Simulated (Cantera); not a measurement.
Input: 1 mol MgO, 0.098 mol SO3, 2.9 mol N2, held at 10.0 mbar.

Cantera equilibrium calculation (NASA polynomials, part measured and part estimated; ideal gas, pure solids and liquids). Candidate condensed phases: Mg, MgO, MgS, MgSO4, S; 22 gas species. The numbers say what is thermodynamically allowed, not how fast it happens. All values below are at 1250 °C.

Base state: N2 0.952, SO2 0.0321, O2 0.0159, NO 0.000413, SO3 1.35e-5 (mole fractions); condensed: MgO(s).

Task: What changes in the equilibrium state with this change: 0.68 mol O2 added?

Result: 
| species | before | after |
|---|---|---|
| N2 | 0.952 | 0.777 |
| O2 | 0.0159 | 0.195 |
| SO2 | 0.0321 | 0.0263 |
| O | 6.95e-6 | 2.44e-5 |
| NO | 0.000413 | 0.00131 |
| SO3 | 1.35e-5 | 3.86e-5 |
| MgO(s), mol | 1.00 | 1.00 |

Task: What changes in the equilibrium state with this change: 0.035 mol NH3 added?

Result: 
| species | before | after |
|---|---|---|
| N2 | 0.952 | 0.944 |
| SO2 | 0.0321 | 0.0317 |
| H2O | 0 | 0.0170 |
| O2 | 0.0159 | 0.00721 |
| OH | 0 | 5.34e-5 |
| SO3 | 1.35e-5 | 8.96e-6 |
| NO | 0.000413 | 0.000277 |
| MgO(s), mol | 1.00 | 1.00 |
Further candidate phases: H2O, H2SO4, Mg(OH)2.
